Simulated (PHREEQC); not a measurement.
Consider water at 25 °C with 0.0095 mol/kgw HF, 0.0024 mol/kgw NH4F, 0.000255 mol/kgw (NH4)2SiF6 and 9.7e-05 mol/kgw H3PO4. Closed to the air; pH follows from the charge balance.

All values are PHREEQC results (ion-association model, phreeqc.dat), not measurements.

No solid was allowed to form.

Problem. What pH does the model give?

Solution. pH 2.83.

Problem. In which forms is P present?

Solution. H2PO4- 83 %, H3PO4 17 % of the P.

SiF6-2 is the database's only silicon fluoride.
